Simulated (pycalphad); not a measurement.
All values are pycalphad results on the COST 507 light-alloy database (1999) (1 atm), not direct measurements. The database dates from 1999; later assessments differ in places, in temperatures and in the compounds included. Amounts are mole fractions of atoms.

Task: Give the equilibrium state of Al-1.8Si-3.84Mn (at.%) at 900 K.

Result: 
```
T = 900.00 K, P = 101325 Pa, N = 1 mol of atoms
G = -39333 J/mol, H = 12172 J/mol, S = 57.23 J/(mol K)  (SER reference)
chemical potentials (J/mol): Al -35899, Si -50050, Mn -118688
phase             fraction      x(Al)      x(Si)      x(Mn)
FCC_A1              0.7979     0.9950   0.000884     0.0041
ALMNSI_ALPHA        0.2021     0.7405     0.0856     0.1739
```

Task: Give the equilibrium state of Al-1.8Si-3.84Mn (at.%) at 1025 K.

Result: 
```
T = 1025.00 K, P = 101325 Pa, N = 1 mol of atoms
G = -47936 J/mol, H = 28665 J/mol, S = 74.73 J/(mol K)  (SER reference)
chemical potentials (J/mol): Al -44927, Si -61766, Mn -115394
phase             fraction      x(Al)      x(Si)      x(Mn)
LIQUID              0.9539     0.9551     0.0158     0.0291
ALMNSI_BETA         0.0461     0.7056     0.0637     0.2308
```

Database names, with the compositions (at.%) that they take in these runs: ALMNSI_BETA: Al 70 Mn 23 Si 6; ALMNSI_ALPHA: Al 74 Mn 17 Si 8. FCC_A1 is fcc.
